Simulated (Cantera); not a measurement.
# Thermodynamics of nitride etching, feed BN + O₂

Feed: 1 mol BN, 18 mol O₂, equilibrated at 0.0975 Torr.

Cantera equilibrium calculation (NASA polynomials, part measured and part estimated; ideal gas, pure solids and liquids). Candidate condensed phases: B, BN, B₂O₃; 17 gas species. Rates play no part.

From 750 K to 1350 K the condensed part is B₂O₃(l). From 1500 K to 2100 K nothing is condensed.

```csv
T (K),log p O₂,log p O,log p BO₂,log p N₂,log p B₂O₃,log p NO,n B₂O₃(l)
750,-3.90,<-15,<-15,-5.44,<-15,-10.37,0.500
900,-3.90,-13.22,-13.64,-5.44,-13.80,-9.31,0.500
1050,-3.90,-11.12,-10.87,-5.44,-10.49,-8.55,0.500
1200,-3.90,-9.55,-8.80,-5.44,-8.04,-7.99,0.499
1350,-3.90,-8.33,-7.21,-5.44,-6.15,-7.55,0.399
1500,-3.91,-7.35,-6.35,-5.45,-5.48,-7.20,0
1650,-3.91,-6.54,-5.94,-5.46,-5.53,-6.92,0
1800,-3.92,-5.87,-5.63,-5.47,-5.63,-6.68,0
1950,-3.94,-5.31,-5.42,-5.48,-5.81,-6.49,0
2100,-3.97,-4.84,-5.32,-5.51,-6.09,-6.35,0
```
log p: log10 of the partial pressure in bar; n: condensed amount in mol.
